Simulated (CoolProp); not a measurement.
Properties of hexamethyldisiloxane (MM) along the isobar 101 kPa.

Model: reference Helmholtz-energy equation of state, Thol 2016, in CoolProp.

```tsv
T (K)	phase	density (kg/m³)	isothermal compressibility (1/MPa)
329.7	liquid	725.7	0.002878
351.9	liquid	700.7	0.003656
396.1	gas	5.244	10.45
418.3	gas	4.917	10.34
440.4	gas	4.636	10.26
462.6	gas	4.389	10.20
484.7	gas	4.170	10.15
506.8	gas	3.974	10.11
529	gas	3.796	10.08
551.1	gas	3.634	10.06
573.3	gas	3.486	10.03
595.4	gas	3.351	10.02
617.5	gas	3.226	10.00
```
